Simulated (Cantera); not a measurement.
What does this Cantera script print?

```python
import numpy as np
import cantera as ct

gas_names = [...]  # 47 gases of nasa_gas.yaml made of Cl, H, N, O, Si
cond_names = """
    H2O(s) H2O(L) NH4CL(a) NH4CL(b) Si(cr) Si(L) SiO2(Lqz) SiO2(hqz) SiO2(L) Si2N2O(s) Si3N4(a)
""".split()


# ... load() reads the species with a 1 bar reference pressure and builds the phases ...
atoms = {
    'SiH2Cl2': {'Si': 1, 'H': 2, 'CL': 2},
    'NO': {'N': 1, 'O': 1},
    'N2': {'N': 2},
}
top_T = {'Si2N2O(s)': 2100, 'Si3N4(a)': 2400}  # K; cautious upper limits of use, not melting points


# ... equilibrate(T, P, feed) seeds the gas with the atoms and calls Mixture.equilibrate('TP', solver="vcs", rtol=1e-11, max_steps=5000) ...
results = []
feed = {'SiH2Cl2': 1, 'NO': 0.98, 'N2': 12}  # mol
T = 1800  # K
for P in [5, 36, 260, 1900, 14000, 100000]:
    mix = equilibrate(T, P, feed)
    results.append((T, P, feed, dict(zip(mix.species_names, mix.species_moles))))

top = {s: max(r[3][s] / sum(r[3][g] for g in gas_names) for r in results) for s in gas_names}
cols = sorted((s for s in top if top[s] > 0.001), key=lambda s: -top[s])[:7]
seen = [c for c in cond_names if any(r[3].get(c, 0) > 1e-12 for r in results)]
print("log10 of partial pressures in bar; condensed amounts in mol")
print(f"{'P/Pa':>10s}" + "".join(f"{s[:9]:>10s}" for s in cols + seen))
for T, P, feed, n in results:
    ng = sum(n[g] for g in gas_names)
    print(f"{P:10.4g}" + "".join(f"{np.log10(max(n[s] / ng * P / 1e5, 1e-99)):10.3f}" for s in cols)
          + "".join(f"{n.get(c, 0):10.4g}" for c in seen))
```

Output:

```
log10 of partial pressures in bar; condensed amounts in mol
      P/Pa        N2       HCL       SiO        CL        H2     SiCL2         H   SiO2(L) Si2N2O(s)
         5    -4.402    -5.330    -5.507    -5.811    -6.164    -7.219    -6.528         0         0
        36    -3.541    -4.407    -4.646    -5.219    -5.500    -6.343    -6.196         0         0
       260    -2.680    -3.515    -3.785    -4.650    -4.855    -5.492    -5.874         0         0
      1900    -1.812    -2.653    -2.968    -4.259    -3.913    -4.088    -5.403   0.05378         0
   1.4e+04    -0.929    -1.849    -2.454    -4.099    -2.624    -2.740    -4.758    0.2718   0.06473
     1e+05    -0.065    -0.946    -2.742    -3.576    -1.866    -2.270    -4.379    0.3594    0.2352
```

Cantera equilibrium calculation (NASA polynomials, part measured and part estimated; ideal gas, pure solids and liquids). Mutual solubility and eutectic melting of coexisting phases are not modelled. The tables' values for SiCl3, SiCl are old estimates; treat these amounts as uncertain. The tables hold silica as quartz up to 1696 K and as liquid above; real silica turns to tridymite and cristobalite and melts near 1996 K.
